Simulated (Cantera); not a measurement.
A perfectly stirred reactor is fed with N2O : H2 : N2 = 1 : 0.021 : 16 (molar parts), at 23000 Pa; it is held at 1050 K, and followed from long to short residence time.

Model: GRI-Mech 3.0 (53 species, 325 reactions), integrated in Cantera. GRI-Mech 3.0 was tuned for natural gas; its chemistry of N2O as a main component is partial and can be far from experiment. The mechanism lacks 2 NO + O2 → 2 NO2 and HONO, so NO2 and the effect of NO are under-described below about 1400 K.

Q: Predict: x(N2O) at τ = 7.50 s; x(H2) at τ = 7.50 s; x(NO) at τ = 7.50 s; x(N2) at τ = 7.50 s; x(N2O) at τ = 0.230 s; x(H2) at τ = 0.230 s; x(NO) at τ = 0.230 s; x(H2O2) at τ = 0.230 s; x(N2) at τ = 0.230 s.

A: 
```
Item                      Result
----------------------  --------
x(N2O) at τ = 7.50 s      0.0553
x(H2) at τ = 7.50 s      3.99e-5
x(NO) at τ = 7.50 s     0.000116
x(N2) at τ = 7.50 s        0.942
x(N2O) at τ = 0.230 s     0.0579
x(H2) at τ = 0.230 s    0.000484
x(NO) at τ = 0.230 s     6.64e-6
x(H2O2) at τ = 0.230 s   1.83e-9
x(N2) at τ = 0.230 s       0.941
```
